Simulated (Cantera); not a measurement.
A Cantera script and what it prints.

```python
import numpy as np
import cantera as ct

gas_names = """
    C CO COS CO2 CS CS2 C2 C2O C3 C3O2 C4 C5 Fe FeC5O5 FeO O O2 O3 S SO SO2 SO3 S2 S2O S8
""".split()
cond_names = """
    C(gr) Fe(a) Fe(c) Fe(d) Fe(L) FeC5O5(L) FeO(s) FeO(L) FeS(a) FeS(b) FeS(c) FeS(L) FeSO4(s) FeS2(s)
    Fe2O3(s) Fe2S3O12(s) Fe3O4(s) S(cr1) S(cr2) S(L)
""".split()


# ... load() reads the species with a 1 bar reference pressure and builds the phases ...
atoms = {
    'FeS2': {'Fe': 1, 'S': 2},
    'O2': {'O': 2},
    'CO2': {'C': 1, 'O': 2},
}
top_T = {'C(gr)': 4500, 'FeSO4(s)': 950, 'FeS2(s)': 1010, 'Fe2O3(s)': 1830, 'Fe2S3O12(s)': 1100, 'Fe3O4(s)': 1870}  # K; cautious upper limits of use, not melting points


# ... equilibrate(T, P, feed) seeds the gas with the atoms and calls Mixture.equilibrate('TP', solver="vcs", rtol=1e-11, max_steps=5000) ...
results = []
feed = {'FeS2': 1, 'O2': 0.24, 'CO2': 0.11}  # mol
P = 7300  # Pa
for T in [700, 725, 750, 775, 800, 825, 850, 875, 900]:
    mix = equilibrate(T, P, feed)
    results.append((T, P, feed, dict(zip(mix.species_names, mix.species_moles))))
    x = sorted(zip(gas.X, gas.species_names), reverse=True)
    print(f"T = {T:g} K  P = {P:g} Pa  gas = {mix.phase_moles(0):.4g} mol")
    print("   x: " + "  ".join(f"{s} {v:.3e}" for v, s in x if v > 1e-06))
    print("   condensed (mol): " + ("  ".join(f"{mix.phase(i).name} {mix.phase_moles(i):.4g}"
          for i in range(1, mix.n_phases) if mix.phase_moles(i) > 1e-12) or "none"))
```

It prints:

```
T = 700 K  P = 7300 Pa  gas = 0.29 mol
   x: SO2 6.204e-01  CO2 3.793e-01  S2 2.756e-04  S2O 6.263e-05  COS 2.706e-06  CO 1.288e-06
   condensed (mol): FeS2(s) 0.9099  Fe3O4(s) 0.03002
T = 725 K  P = 7300 Pa  gas = 0.2901 mol
   x: SO2 6.201e-01  CO2 3.792e-01  S2 5.898e-04  S2O 1.081e-04  COS 5.107e-06  CO 2.859e-06
   condensed (mol): FeS2(s) 0.9099  Fe3O4(s) 0.03005
T = 750 K  P = 7300 Pa  gas = 0.2902 mol
   x: SO2 6.195e-01  CO2 3.791e-01  S2 1.201e-03  S2O 1.802e-04  COS 9.254e-06  CO 6.019e-06
   condensed (mol): FeS2(s) 0.9097  Fe3O4(s) 0.0301
T = 775 K  P = 7300 Pa  gas = 0.2904 mol
   x: SO2 6.185e-01  CO2 3.788e-01  S2 2.341e-03  S2O 2.908e-04  COS 1.616e-05  CO 1.208e-05
   condensed (mol): FeS2(s) 0.9094  Fe3O4(s) 0.03019
T = 800 K  P = 7300 Pa  gas = 0.2907 mol
   x: SO2 6.167e-01  CO2 3.784e-01  S2 4.377e-03  S2O 4.554e-04  COS 2.727e-05  CO 2.321e-05
   condensed (mol): FeS2(s) 0.909  Fe3O4(s) 0.03034
T = 825 K  P = 7300 Pa  gas = 0.2912 mol
   x: SO2 6.137e-01  CO2 3.777e-01  S2 7.881e-03  S2O 6.934e-04  COS 4.461e-05  CO 4.286e-05  SO 1.329e-06
   condensed (mol): FeS2(s) 0.9082  Fe3O4(s) 0.03061
T = 850 K  P = 7300 Pa  gas = 0.3562 mol
   x: SO2 6.733e-01  CO2 3.087e-01  S2 1.663e-02  S2O 1.250e-03  COS 6.393e-05  CO 6.248e-05  SO 2.826e-06
   condensed (mol): FeS(c) 0.2526  FeS2(s) 0.7474
T = 875 K  P = 7300 Pa  gas = 0.3699 mol
   x: SO2 6.475e-01  CO2 2.971e-01  S2 5.230e-02  S2O 2.850e-03  COS 1.550e-04  CO 1.234e-04  SO 6.036e-06
   condensed (mol): FeS(c) 0.2804  FeS2(s) 0.7196
T = 900 K  P = 7300 Pa  gas = 0.4154 mol
   x: SO2 5.750e-01  CO2 2.642e-01  S2 1.542e-01  S2O 5.954e-03  COS 3.438e-04  CO 2.253e-04  SO 1.186e-05
   condensed (mol): FeS(c) 0.3721  FeS2(s) 0.6279
```

Equilibrium computed with Cantera from the NASA thermochemical tables; the gas is ideal and each condensed phase is pure. FeS: taken at fixed stoichiometry. Gases not in the tables: S3 to S7.
